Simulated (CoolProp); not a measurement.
Aqueous methanol as a coolant, 17 % by mass, freezing at -12.3 °C, 1 atm.

Model: Melinder's fits for secondary coolants, in CoolProp.

```
T (°C)  viscosity (mPa s)  Prandtl number  conductivity (W/(m K))  cp (kJ/(kg K))
------  -----------------  --------------  ----------------------  --------------
-7.5                 4.20            37.0                   0.467           4.111
-2.9                 3.43            29.9                   0.473           4.121
1.8                  2.83            24.4                   0.478           4.129
6.5                  2.37            20.2                   0.484           4.135
11.1                 2.01            17.0                   0.489           4.139
15.8                 1.73            14.5                   0.495           4.141
20.4                 1.50            12.4                   0.500           4.141
25.1                 1.31            10.7                   0.505           4.139
29.8                 1.16            9.37                   0.511           4.135
34.4                 1.03            8.26                   0.516           4.129
39.1                0.923            7.30                   0.521           4.120
```
